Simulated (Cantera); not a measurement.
A Cantera script and its output.

```python
import numpy as np
import cantera as ct

surf = ct.Interface("ptcombust.yaml", "Pt_surf")
gas = surf.adjacent["gas"]
gas.TPX = 850, 100000, {'H2': 0.014, 'O2': 0.1, 'N2': 0.79}
surf.TP = 850, 100000
reactor = ct.FlowReactor(gas, clone=False)
reactor.area = 0.0001  # m2
reactor.surface_area_to_volume_ratio = 3600  # 1/m
reactor.mass_flow_rate = 0.46 * reactor.area * gas.density  # inlet velocity 0.46 m/s
reactor.energy_enabled = False
wall = ct.ReactorSurface(surf, reactor, clone=False)
net = ct.ReactorNet([reactor])
net.rtol, net.atol = 1e-8, 1e-16
show, cover = ['H2', 'O2', 'H2O'], ['PT(S)', 'H(S)', 'O(S)', 'OH(S)', 'CO(S)', 'C(S)']

rows = []
print(f"{'z/m':>9s}{'u/(m/s)':>9s}" + "".join(f"{s:>13s}" for s in show + cover))
for z in [3.5e-05, 7.5e-05, 0.00016, 0.00035, 0.00075, 0.0016, 0.0035]:
    net.advance(z)
    rows.append([reactor.speed, *gas[show].X, *surf[cover].coverages])
    print(f"{z:9.4g}{rows[-1][0]:9.3g}" + "".join(f"{x:13.4e}" for x in rows[-1][1:]))
```

It prints:

```
      z/m  u/(m/s)           H2           O2          H2O        PT(S)         H(S)         O(S)        OH(S)        CO(S)         C(S)
  3.5e-05    0.457   3.6973e-03   1.0534e-01   1.1881e-02   9.7779e-02   5.1489e-08   8.9935e-01   2.8685e-03   9.7377e-27   2.6317e-29
  7.5e-05    0.457   1.4650e-03   1.0434e-01   1.4131e-02   7.4956e-02   3.2655e-08   9.2239e-01   2.6551e-03   2.3209e-26   6.4600e-29
  0.00016    0.457   2.8987e-04   1.0381e-01   1.5315e-02   6.5466e-02   2.5632e-08   9.3198e-01   2.5487e-03  -2.1287e-26  -5.5290e-29
  0.00035    0.456   9.9570e-06   1.0368e-01   1.5598e-02   6.3444e-02   2.4199e-08   9.3403e-01   2.5245e-03   6.2348e-28   1.6887e-30
  0.00075    0.456   8.7802e-09   1.0368e-01   1.5608e-02   6.3374e-02   2.4150e-08   9.3410e-01   2.5236e-03   8.9316e-25   2.4126e-27
   0.0016    0.456   3.6456e-13   1.0368e-01   1.5608e-02   6.3374e-02   2.4150e-08   9.3410e-01   2.5236e-03   1.2354e-31   7.9412e-35
   0.0035    0.456   3.6147e-13   1.0368e-01   1.5608e-02   6.3374e-02   2.4150e-08   9.3410e-01   2.5236e-03   1.0317e-33   2.7869e-36
```

Detailed kinetics in Cantera: Deutschmann's 1995 Pt surface mechanism with GRI-Mech 3.0 gas chemistry. Catalytic surfaces can have several steady states; this one follows from the mechanism file's or the stated starting coverage. Mass transfer to the wall is taken as infinitely fast.
